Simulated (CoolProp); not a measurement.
Properties of isohexane at several states.

Values from CoolProp's reference Helmholtz-energy equation of state, Lemmon 2006. It is a short technical equation, of lower accuracy than the large ones.

| T (K) | p (kPa) | phase | cv (kJ/(kg K)) | Joule-Thomson coefficient (K/MPa) | isothermal compressibility (1/MPa) | expansivity (1/kK) |
|---|---|---|---|---|---|---|
| 486.4 | 499 | gas | 2.420 | 8.781 | 2.150 | 2.580 |
| 369.8 | 6800 | liquid | 2.031 | -0.2578 | 0.003203 | 1.649 |
| 361.8 | 14.8 | gas | 1.860 | 21.59 | 67.91 | 2.814 |
| 506.8 | 20.8 | gas | 2.481 | 6.981 | 48.18 | 1.988 |
| 343 | 10200 | liquid | 1.921 | -0.3423 | 0.002238 | 1.417 |
| 358 | 827 | liquid | 1.979 | -0.2398 | 0.003452 | 1.787 |
